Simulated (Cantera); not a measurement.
Cantera run, input and output.

```python
import numpy as np
import cantera as ct

gas = ct.Solution("gri30.yaml")
gas.TP = 300, 47000
flame = ct.CounterflowDiffusionFlame(gas, width=0.02)
flame.fuel_inlet.X, flame.fuel_inlet.T = {'CO': 1, 'H2': 1, 'CH4': 0.041}, 425
flame.oxidizer_inlet.X, flame.oxidizer_inlet.T = {'O2': 0.18, 'N2': 0.82}, 723
flame.set_refine_criteria(ratio=3, slope=0.12, curve=0.24, prune=0.03)
show = ['OH', 'H', 'NO', 'CO', 'C2H2']

rows = []
print(f"{'mdot':>8s}{'a_max':>10s}{'a_mean':>10s}{'Tmax/K':>9s}" + "".join(f"{s:>11s}" for s in show) + "   (peak mole fractions)")
for i, mdot in enumerate([0.28, 0.36, 0.46, 0.58, 0.74, 0.94, 1.2, 1.5, 1.9, 2.5]):  # kg/m2/s on the oxidiser side
    flame.oxidizer_inlet.mdot, flame.fuel_inlet.mdot = mdot, 0.78 * mdot
    flame.solve(loglevel=0, auto=(i == 0))
    if flame.T.max() < max(425, 723) + 100:
        print(f"{mdot:8.3g}  no burning solution found from the previous one")
        break
    dT = np.abs(np.gradient(flame.T, flame.grid))
    rows.append([flame.strain_rate("max"), flame.strain_rate("mean"), flame.T.max(),
                 *(flame.X[gas.species_index(s)].max() for s in show), max(dT[0], dT[-1]) / dT.max()])
    print(f"{mdot:8.3g}{rows[-1][0]:10.1f}{rows[-1][1]:10.1f}{rows[-1][2]:9.1f}" + "".join(f"{x:11.3e}" for x in rows[-1][3:-1]))
```

Output:

```
    mdot     a_max    a_mean   Tmax/K         OH          H         NO         CO       C2H2   (peak mole fractions)
    0.28     410.4     116.9   1990.3  1.235e-02  1.850e-02  4.943e-05  5.240e-01  6.832e-04
    0.36     515.1     150.3   1953.6  1.205e-02  1.979e-02  4.230e-05  5.235e-01  6.749e-04
    0.46     645.2     192.1   1924.9  1.191e-02  2.121e-02  3.743e-05  5.227e-01  6.812e-04
    0.58     799.3     242.2   1895.3  1.165e-02  2.252e-02  3.314e-05  5.220e-01  6.865e-04
    0.74    1001.9     309.0   1861.5  1.128e-02  2.383e-02  2.884e-05  5.216e-01  6.904e-04
    0.94    1251.7     392.6   1827.2  1.084e-02  2.510e-02  2.491e-05  5.212e-01  6.919e-04
     1.2    1571.7     501.1   1791.6  1.033e-02  2.632e-02  2.112e-05  5.207e-01  6.844e-04
     1.5    1937.1     626.4   1759.0  9.835e-03  2.735e-02  1.798e-05  5.205e-01  6.640e-04
     1.9    2421.0     793.5   1727.0  9.367e-03  2.848e-02  1.510e-05  5.202e-01  6.268e-04
     2.5    3139.0    1044.1   1688.2  8.756e-03  2.961e-02  1.207e-05  5.200e-01  5.473e-04
```

Cantera simulation using GRI-Mech 3.0 (53 species, 325 reactions); the numbers are that mechanism's predictions, not measurements. GRI-Mech 3.0 has no aromatics or soot, which form on the fuel side of real flames. The maximum strain rate includes the flame's own expansion and is several times the mean.
